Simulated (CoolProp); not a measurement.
Properties of dodecamethylcyclohexasiloxane (D6) at several states (Tc = 645.8 K, pc = 9.614 bar, ω = 0.736).

Model: reference Helmholtz-energy equation of state, Colonna 2008, in CoolProp. It is a short technical equation, of lower accuracy than the large ones.

```csv
T (K),p (bar),phase,density (kg/m³),cp (kJ/(kg K)),cv (kJ/(kg K)),expansivity (1/kK)
436.8,11.7,liquid,817.5,1.849,1.678,1.422
381.1,0.24,liquid,876.2,1.736,1.571,1.292
384.1,1.48,liquid,873.3,1.742,1.577,1.296
328.5,2.05,liquid,935.4,1.630,1.473,1.177
385.5,0.17,liquid,871.2,1.745,1.579,1.304
```
